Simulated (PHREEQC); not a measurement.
Consider water at 25 °C with 0.14 mol/kgw K3PO4. Closed to the air; pH follows from the charge balance.

All values are PHREEQC results (ion-association model, phreeqc.dat), not measurements.

```
Property                  Result
-----------------  -------------
pH                         12.05
ionic strength     0.797 mol/kgw
activity of water          0.990
density              1.025 g/cm³
total alkalinity      280 meq/kg
```

```csv
species,molality,activity,log γ
K+,0.418,0.256,-0.213
PO4-3,0.121,0.00157,-1.886
OH-,0.0191,0.0114,-0.225
HPO4-2,0.0168,0.00307,-0.739
KHPO4-,0.00230,0.00153,-0.176
H2PO4-,6.53e-8,4.35e-8,-0.176
```

No solid was allowed to form. Ionic strength above about 0.7 mol/kgw puts this run outside the model's range. Complexes and solids missing from the database can't appear.
